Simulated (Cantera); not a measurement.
Charge: 1 mol trisilylamine, 18 mol NH3, equilibrated at 1925 K and 37.0 Pa.

Equilibrium computed with Cantera from the NASA thermochemical tables; the gas is ideal and each condensed phase is pure. Candidate condensed phases: Si, Si3N4; 18 gas species. The feed counts by its element totals alone. The tables' values for SiN are old estimates; treat these amounts as uncertain. Gases not in the tables: Si2H6 and higher silanes. Equilibrium is a limit: real reactors are often held back by kinetics, nucleation or transport.

Base state: H2 0.694, N2 0.216, Si 0.0470, H 0.0414, SiH 0.000614, Si2 0.000404, Si2N 0.000186, SiN 0.000132 (mole fractions); condensed: Si(l).

Task: What changes in the equilibrium state with this change: temperature from 1925 K to 1875 K?

Result: 
```tsv
species	before	after
H2	0.694	0.723
N2	0.216	0.222
H	0.0414	0.0290
Si	0.0470	0.0245
Si2	0.000404	0.000184
Si3	8.99e-5	4.20e-5
SiN	0.000132	7.95e-5
SiH	0.000614	0.000371
Si(l), mol	0.831	1.90
```
